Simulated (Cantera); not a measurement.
A Cantera script and what it prints.

```python
import numpy as np
import cantera as ct

gas_names = """
    C CO CO2 C2 C2O C3 C3O2 C4 C5 O O2 O3 Ta TaO TaO2
""".split()
cond_names = """
    C(gr) Ta(cr) Ta(L) TaC(s) TaC(L) Ta2O5(s) Ta2O5(L)
""".split()


# ... load() reads the species with a 1 bar reference pressure and builds the phases ...
atoms = {
    'Ta2O5': {'Ta': 2, 'O': 5},
    'CO': {'C': 1, 'O': 1},
}
top_T = {'C(gr)': 4500}  # K; cautious upper limits of use, not melting points


# ... equilibrate(T, P, feed) seeds the gas with the atoms and calls Mixture.equilibrate('TP', solver="vcs", rtol=1e-11, max_steps=5000) ...
results = []
feed = {'Ta2O5': 1, 'CO': 0.96}  # mol
P = 48000  # Pa
for T in [1123, 1173, 1223, 1273, 1323, 1373, 1423, 1473]:
    mix = equilibrate(T, P, feed)
    results.append((T, P, feed, dict(zip(mix.species_names, mix.species_moles))))

top = {s: max(r[3][s] / sum(r[3][g] for g in gas_names) for r in results) for s in gas_names}
cols = sorted((s for s in top if top[s] > 1e-05), key=lambda s: -top[s])[:7]
seen = [c for c in cond_names if any(r[3].get(c, 0) > 1e-12 for r in results)]
print("log10 of partial pressures in bar; condensed amounts in mol")
print(f"{'T/K':>10s}" + "".join(f"{s[:9]:>10s}" for s in cols + seen))
for T, P, feed, n in results:
    ng = sum(n[g] for g in gas_names)
    print(f"{T:10.4g}" + "".join(f"{np.log10(max(n[s] / ng * P / 1e5, 1e-99)):10.3f}" for s in cols)
          + "".join(f"{n.get(c, 0):10.4g}" for c in seen))
```

Output:

```
log10 of partial pressures in bar; condensed amounts in mol
       T/K        CO       CO2     C(gr)    TaC(s)  Ta2O5(s)
      1123    -0.331    -1.881   0.02562         0         1
      1173    -0.324    -2.203   0.01236         0         1
      1223    -0.322    -2.505  0.006216         0         1
      1273    -0.320    -2.784  0.003278         0         1
      1323    -0.320    -3.042   0.00181         0         1
      1373    -0.319    -3.088         0 0.0004666    0.9998
      1423    -0.319    -3.090         0 0.0004641    0.9998
      1473    -0.319    -3.092         0 0.0004618    0.9998
```

Method: chemical equilibrium by Gibbs-energy minimisation in Cantera with the NASA 1993 tables (ideal gas, pure condensed phases). Mutual solubility and eutectic melting of coexisting phases are not modelled. TaC: taken at fixed stoichiometry. Condensed phases not in the tables: Ta2C.
